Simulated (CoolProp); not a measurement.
Vapour-liquid equilibrium of isohexane (1) + n-heptane (2) at 354.5 K; x and y are mole fractions of (1).

The numbers come from the multi-fluid Helmholtz-energy mixture model, Lemmon 2006 and Span 2003; pair parameters Bell 2016 in CoolProp.

| x | bubble pressure (MPa) | y at the bubble point | dew pressure at overall composition x (MPa) | liquid density (mol/L) |
|---|---|---|---|---|
| 0.05 | 0.06608 | 0.138 | 0.06186 | 6.317 |
| 0.15 | 0.07874 | 0.347 | 0.06669 | 6.375 |
| 0.25 | 0.09134 | 0.499 | 0.07232 | 6.434 |
| 0.35 | 0.1040 | 0.615 | 0.07896 | 6.493 |
| 0.45 | 0.1167 | 0.707 | 0.08689 | 6.554 |
| 0.55 | 0.1296 | 0.782 | 0.09654 | 6.614 |
| 0.65 | 0.1426 | 0.845 | 0.1085 | 6.675 |
| 0.75 | 0.1559 | 0.898 | 0.1237 | 6.736 |
| 0.85 | 0.1693 | 0.943 | 0.1438 | 6.797 |
| 0.95 | 0.1828 | 0.982 | 0.1714 | 6.858 |

No azeotrope shows between x = 0.05 and 0.95.

Pair parameters are fitted to limited data, so mixtures are less certain than the pure fluids.
